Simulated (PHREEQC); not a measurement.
Consider water at 25 °C with 8.6 mmol/kgw CaCl2, 140 mmol/kgw Na2SO4 and 6.8 mmol/kgw KCl. Closed to the air; pH follows from the charge balance.

All values are PHREEQC results (ion-association model, phreeqc.dat), not measurements.

Each row changes one thing in this solution. This is a speciation only: nothing precipitates in the calculation.

```csv
case,pH,ionic strength (mol/kgw),Ca+2 (mol/kgw)
as made,7.23,0.372,0.00413
temperature from 25 to 45 °C,7.00,0.368,0.00406
KCl left out,7.23,0.366,0.00410
Na2SO4 left out,6.97,0.0326,0.00860
KCl from 0.0068 to 0.0034 mol/kgw,7.23,0.369,0.00412
0.0018 mol/kgw NaH2PO4 added,5.04,[?],0.00412
Na2SO4 replaced by NaHSO4 at the same molality,1.33,[?],0.00447
```

### Question
What belongs in the gaps?

### Answer

- 0.0018 mol/kgw NaH2PO4 added, ionic strength (mol/kgw): 0.373
- Na2SO4 replaced by NaHSO4 at the same molality, ionic strength (mol/kgw): 0.260

At this temperature some constants are extrapolated from 25 °C, and those without enthalpy data are left unchanged.
